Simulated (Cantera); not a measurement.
Charge: 1 mol borazine, 6.4 mol H2O, 1.1 mol N2, held at 13.3 mbar.

Equilibrium computed with Cantera from the NASA thermochemical tables; the gas is ideal and each condensed phase is pure. Candidate condensed phases: B, BN, B2O3, B3O3H3, H2O; 39 gas species. The feed counts by its element totals alone. Rates play no part. All values below are at 1602 °C.

Base state: H2 0.547, N2 0.192, HBO2 0.155, H2O 0.0657, B2O3 0.0308, HBO 0.00451, H 0.00420, BO 0.000568 (mole fractions); condensed: gas only.

Q: What changes in the equilibrium state with this change: borazine replaced by B2O3?

A: 
```
species    before     after
-------  --------  --------
H2O        0.0657     0.627
HBO2        0.155     0.220
N2          0.192     0.128
H2          0.547   0.00946
B2O3       0.0308   0.00651
O2        1.20e-8   0.00366
B2O2     0.000123   4.72e-8
O         2.28e-7  0.000126
NO        6.26e-7  0.000283
```
